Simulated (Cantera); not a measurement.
A perfectly stirred reactor is fed with CH₃OH : O₂ : N₂ = 0.0029 : 0.0094 : 1 (molar parts), at 12.8 atm; it is held at 1375 K, and followed from long to short residence time.

Detailed kinetics in Cantera: GRI-Mech 3.0 (53 species, 325 reactions). GRI-Mech 3.0 was tuned for natural gas; its chemistry of methanol as a main component is partial and can be far from experiment. The pressure lies above the range GRI-Mech 3.0 was tuned for (to about 10 atm).

**Question.** What does this change do: temperature 1375 to 950 K?

**Answer.** 
| quantity | before | after |
|---|---|---|
| x(CH₃OH) at τ = 16.0 s | 5.38e-8 | 3.53e-5 |
| x(O₂) at τ = 16.0 s | 0.00498 | 0.00528 |
| x(C₂H₄) at τ = 16.0 s | <1e-12 | <1e-12 |
| x(H₂) at τ = 16.0 s | 8.38e-8 | 8.25e-6 |
| x(CO₂) at τ = 16.0 s | 0.00286 | 0.00234 |
| x(CH₃OH) at τ = 41.0 ms | 6.03e-6 | 0.00134 |
| x(O₂) at τ = 41.0 ms | 0.00511 | 0.00799 |
| x(C₂H₄) at τ = 41.0 ms | <1e-12 | <1e-12 |
| x(H₂) at τ = 41.0 ms | 9.38e-6 | 0.000382 |
| x(CO₂) at τ = 41.0 ms | 0.00262 | 9.59e-5 |

**Question.** What does this change do: N2 1 to 3.6 parts?

**Answer.** 
| quantity | before | after |
|---|---|---|
| x(CH₃OH) at τ = 16.0 s | 5.38e-8 | 2.66e-8 |
| x(O₂) at τ = 16.0 s | 0.00498 | 0.00140 |
| x(C₂H₄) at τ = 16.0 s | <1e-12 | <1e-12 |
| x(H₂) at τ = 16.0 s | 8.38e-8 | 6.54e-8 |
| x(CO₂) at τ = 16.0 s | 0.00286 | 0.000801 |
| x(CH₃OH) at τ = 41.0 ms | 6.03e-6 | 2.18e-6 |
| x(O₂) at τ = 41.0 ms | 0.00511 | 0.00145 |
| x(C₂H₄) at τ = 41.0 ms | <1e-12 | <1e-12 |
| x(H₂) at τ = 41.0 ms | 9.38e-6 | 5.03e-6 |
| x(CO₂) at τ = 41.0 ms | 0.00262 | 0.000707 |
